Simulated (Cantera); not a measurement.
Charge: 1 mol HBr, 0.035 mol O2, at 133 Pa.

Equilibrium computed with Cantera from the NASA thermochemical tables; the gas is ideal and each condensed phase is pure. Candidate condensed phases: Br2, H2O; 12 gas species. The numbers say what is thermodynamically allowed, not how fast it happens.

x: gas mole fraction; nothing condenses.

```
T (K)   x Br   x HBr       x H    x H2   x H2O
-----  -----  ------  --------  ------  ------
1650   0.289   0.565  0.000724  0.0848  0.0598
1750   0.364   0.452   0.00224   0.124  0.0571
1850   0.435   0.344   0.00590   0.160  0.0544
1950   0.494   0.252    0.0136   0.188  0.0519
2050   0.537   0.179    0.0281   0.205  0.0493
2150   0.565   0.124    0.0528   0.209  0.0465
2250   0.578       ?         ?   0.200       ?
2350   0.578       ?         ?       ?       ?
2450   0.565  0.0356     0.211   0.147  0.0265
```

Q: Fill in the missing entries.

A: 
- 2250, x HBr: 0.0843
- 2250, x H: 0.0909
- 2250, x H2O: 0.0424
- 2350, x HBr: 0.0556
- 2350, x H: 0.144
- 2350, x H2: 0.178
- 2350, x H2O: 0.0361
